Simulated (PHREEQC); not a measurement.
Solution (70 °C): 1.1 mmol/kgw Al2(SO4)3 and 130 mmol/kgw MgSO4. It is in equilibrium with CO2 at log p = -1 (atm). Otherwise closed; pH follows from the charge balance.

All values are PHREEQC results (ion-association model, phreeqc.dat), not measurements.

This is a speciation only: nothing precipitates in the calculation.

Predict the pH, density, ionic strength.

pH 4.20; density 0.993 g/cm³; ionic strength 0.159 mol/kgw.

In which forms is Al present?

AlSO4+ 58 %, Al(SO4)2- 25 %, Al+3 5.7 %, Al(OH)2+ 5.4 %, AlOH+2 5.2 % of the Al.

The solution is supersaturated, for example in Gibbsite (slow to form), so a real one may precipitate; this is no full list. Complexes and solids missing from the database can't appear. Constants without temperature data keep their 25 °C values here.
